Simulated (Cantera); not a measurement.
Charge: 1 mol SiH2Cl2, 0.13 mol C2H4, 28 mol H2, at 2050 K and 14000 Pa.

These are equilibrium values from Cantera (NASA tables, ideal gas, pure condensed phases), not measurements of a reactor. Candidate condensed phases: C, C6H6, C7H8, C8H18, Si, SiC; 109 gas species. Mutual solubility and eutectic melting of coexisting phases are not modelled. The tables' values for SiCl, SiCl3 are old estimates; treat these amounts as uncertain. Gases not in the tables: Si2H6 and higher silanes. The numbers say what is thermodynamically allowed, not how fast it happens.

Base state: H2 0.934, HCl 0.0521, SiCl2 0.00657, H 0.00586, Si 0.000552, SiCl 0.000262, Cl 0.000242, SiH2 0.000131 (mole fractions); condensed: Si(l) + SiC(s).

### Question
What changes in the equilibrium state with this change: temperature from 2050 K to 2600 K?

### Answer
| species | before | after |
|---|---|---|
| H2 | 0.934 | 0.819 |
| H | 0.00586 | 0.0929 |
| HCl | 0.0521 | 0.0527 |
| Si | 0.000552 | 0.0211 |
| C2H | <1e-9 | 2.05e-5 |
| SiC2 | 1.24e-7 | 0.00111 |
| C2H2 (acetylene) | 4.28e-6 | 0.00205 |
| Si(l), mol | 0.506 | 0 |
| SiC(s), mol | 0.259 | 0 |
The tables' values for SiCl are old estimates; treat these amounts as uncertain.
